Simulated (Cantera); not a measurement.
## Equilibrium for titanium nitride, carbide and oxide coatings: Ti(OiPr)4 + C3H8

Input: 1 mol Ti(OiPr)4, 0.081 mol C3H8, at 0.00133 bar.

Method: chemical equilibrium by Gibbs-energy minimisation in Cantera with the NASA 1993 tables (ideal gas, pure condensed phases). Candidate condensed phases: C, C6H6, C7H8, C8H18, H2O, Ti, TiC, TiO, TiO2, Ti2O3, Ti3O5, Ti4O7; 113 gas species. The feed counts by its element totals alone. TiC: taken at fixed stoichiometry. Kinetics and transport are ignored.

```tsv
T (°C)	x H2	x CO	x H	x C2H2 (acetylene)	n C(graphite)	n TiC(s)
1175	0.782	0.218	0.000223	3.71e-6	7.24	1.00
1225	0.781	0.218	0.000416	6.89e-6	7.24	1.00
1275	0.781	0.218	0.000745	1.23e-5	7.24	1.00
1325	0.781	0.218	0.00129	2.10e-5	7.24	1.00
1375	0.780	0.218	0.00215	3.49e-5	7.24	1.00
1425	0.779	0.218	0.00349	5.61e-5	7.24	1.00
1475	0.777	0.218	0.00551	8.77e-5	7.24	1.00
1525	0.774	0.217	0.00848	0.000134	7.24	1.00
1575	0.770	0.217	0.0127	0.000198	7.24	1.00
1625	0.765	0.216	0.0187	0.000288	7.23	1.000
1675	0.757	0.215	0.0269	0.000408	7.23	1.000
1725	0.747	0.214	0.0380	0.000567	7.22	1.000
1775	0.734	0.213	0.0525	0.000770	7.21	1.000
1825	0.717	0.211	0.0714	0.00102	7.20	1.000
```
x: gas mole fraction; n: condensed amount in mol.

From 1175 °C to 1825 °C the condensed part is C(graphite) + TiC(s).
